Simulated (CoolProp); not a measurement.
Values from CoolProp's reference Helmholtz-energy equation of state, Span 1996.

Q: Give the vapour pressure (MPa), enthalpy of vaporisation (kJ/kg), surface tension (mN/m), liquid viscosity (µPa s) of saturated carbon dioxide at -24.95, -20.05 °C.

A: 
```
T (°C)  p (MPa)  enthalpy of vaporisation (kJ/kg)  surface tension (mN/m)  liquid viscosity (µPa s)
------  -------  --------------------------------  ----------------------  ------------------------
-24.95     1.69                               293                    9.41                       151
-20.05     1.97                               283                    8.38                       140
```

Viscosity comes from a separate model (Laesecke 2017). Surface tension comes from a separate correlation (Mulero 2012).
